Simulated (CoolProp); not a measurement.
A simple Rankine cycle with benzene: condensing at 290.15 K, boiler at 1.35 MPa, turbine inlet 474.4 K, turbine efficiency 0.9, pump efficiency 0.6, no recuperator. Each further row changes one setting.

Computed with CoolProp (reference Helmholtz-energy equation of state, Thol 2012).

| case | thermal efficiency (%) | net work (kJ/kg) | heat in (kJ/kg) | turbine exit temperature (K) | volume ratio over the turbine |
|---|---|---|---|---|---|
| as stated | 26.7 | 176 | 657 | 328.5 | 134 |
| turbine inlet 494.4 K | 26.9 | 187 | 696 | 350.9 | 132 |
| condensing temperature 282.15 K | 28.0 | 187 | 671 | 318.0 | 195 |
| boiler pressure 0.945 MPa | 25.5 | 171 | 670 | 343.1 | 90.3 |
| turbine efficiency 0.8 | 23.7 | 156 | 657 | 344.9 | 141 |
